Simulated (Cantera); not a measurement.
Charge: 1 mol SiCl4, 1.3 mol O3, at 1.70 mbar.

Method: chemical equilibrium by Gibbs-energy minimisation in Cantera with the NASA 1993 tables (ideal gas, pure condensed phases). Candidate condensed phases: Si, SiO2; 15 gas species. Rates play no part.

Question: At 1123 K, list the 4 most abundant gas species with their mole fractions, and the condensed phases.

Answer: Cl2 0.645, O2 0.316, Cl 0.0390, ClO 4.17e-5. Condensed: SiO2(β-quartz).
